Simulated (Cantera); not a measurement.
**Fe2O3 + HCl (chemical vapour transport)**

Input: 1 mol Fe2O3, 0.37 mol HCl, equilibrated at 2.70 bar.

Equilibrium computed with Cantera from the NASA thermochemical tables; the gas is ideal and each condensed phase is pure. Candidate condensed phases: Fe, FeCl2, FeCl3, FeO, Fe(OH)2, Fe(OH)3, Fe2O3, Fe3O4, H2O; 22 gas species. Mutual solubility and eutectic melting of coexisting phases are not modelled. Condensed phases not in the tables: FeOCl. Equilibrium is a limit: real reactors are often held back by kinetics, nucleation or transport.

From 898 K to 1573 K the condensed part is Fe2O3(s). At 1648 K the condensed part is Fe2O3(s) + Fe3O4(s). The main Fe-bearing gas is Fe2Cl6 at 898 K and FeCl2 at 1648 K. The share of Fe in condensed phases is highest at 898 K (99.2 %) and lowest at 1648 K (97.2 %).

```json
[
 {"T (K)": "898", "x HCl": "0.895", "x H2O": "0.0709", "x FeCl2": "0.000526", "x FeCl3": "0.0197", "x O2": "5.27e-10", "x Cl2": "0.000323", "x Fe2Cl6": "0.0134", "x Cl": "7.79e-7", "n Fe2O3(s)": "0.992", "n Fe3O4(s)": "0"},
 {"T (K)": "973", "x HCl": "0.882", "x H2O": "0.0752", "x FeCl2": "0.00157", "x FeCl3": "0.0316", "x O2": "1.68e-8", "x Cl2": "0.000907", "x Fe2Cl6": "0.00836", "x Cl": "4.70e-6", "n Fe2O3(s)": "0.991", "n Fe3O4(s)": "0"},
 {"T (K)": "1048", "x HCl": "0.864", "x H2O": "0.0830", "x FeCl2": "0.00372", "x FeCl3": "0.0423", "x O2": "3.20e-7", "x Cl2": "0.00204", "x Fe2Cl6": "0.00448", "x Cl": "2.12e-5", "n Fe2O3(s)": "0.990", "n Fe3O4(s)": "0"},
 {"T (K)": "1123", "x HCl": "0.843", "x H2O": "0.0934", "x FeCl2": "0.00740", "x FeCl3": "0.0499", "x O2": "4.06e-6", "x Cl2": "0.00391", "x Fe2Cl6": "0.00223", "x Cl": "7.63e-5", "n Fe2O3(s)": "0.989", "n Fe3O4(s)": "0"},
 {"T (K)": "1198", "x HCl": "0.819", "x H2O": "0.105", "x FeCl2": "0.0130", "x FeCl3": "0.0544", "x O2": "3.68e-5", "x Cl2": "0.00662", "x Fe2Cl6": "0.00108", "x Cl": "0.000229", "n Fe2O3(s)": "0.987", "n Fe3O4(s)": "0"},
 {"T (K)": "1273", "x HCl": "0.793", "x H2O": "0.118", "x FeCl2": "0.0210", "x FeCl3": "0.0563", "x O2": "0.000245", "x Cl2": "0.0100", "x Fe2Cl6": "0.000531", "x Cl": "0.000592", "n Fe2O3(s)": "0.986", "n Fe3O4(s)": "0"},
 {"T (K)": "1348", "x HCl": "0.764", "x H2O": "0.131", "x FeCl2": "0.0321", "x FeCl3": "0.0558", "x O2": "0.00117", "x Cl2": "0.0134", "x Fe2Cl6": "0.000262", "x Cl": "0.00132", "n Fe2O3(s)": "0.984", "n Fe3O4(s)": "0"},
 {"T (K)": "1423", "x HCl": "0.732", "x H2O": "0.145", "x FeCl2": "0.0478", "x FeCl3": "0.0529", "x O2": "0.00388", "x Cl2": "0.0153", "x Fe2Cl6": "0.000128", "x Cl": "0.00255", "n Fe2O3(s)": "0.982", "n Fe3O4(s)": "0"},
 {"T (K)": "1498", "x HCl": "0.694", "x H2O": "0.160", "x FeCl2": "0.0697", "x FeCl3": "0.0477", "x O2": "0.00913", "x Cl2": "0.0149", "x Fe2Cl6": "6.06e-5", "x Cl": "0.00428", "n Fe2O3(s)": "0.978", "n Fe3O4(s)": "0"},
 {"T (K)": "1573", "x HCl": "0.650", "x H2O": "0.175", "x FeCl2": "0.0974", "x FeCl3": "0.0405", "x O2": "0.0166", "x Cl2": "0.0127", "x Fe2Cl6": "2.68e-5", "x Cl": "0.00641", "n Fe2O3(s)": "0.974", "n Fe3O4(s)": "0"},
 {"T (K)": "1648", "x HCl": "0.592", "x H2O": "0.182", "x FeCl2": "0.109", "x FeCl3": "0.0338", "x O2": "0.0562", "x Cl2": "0.0152", "x Fe2Cl6": "1.21e-5", "x Cl": "0.0109", "n Fe2O3(s)": "0.881", "n Fe3O4(s)": "0.0606"}
]
```
x: gas mole fraction; n: condensed amount in mol.
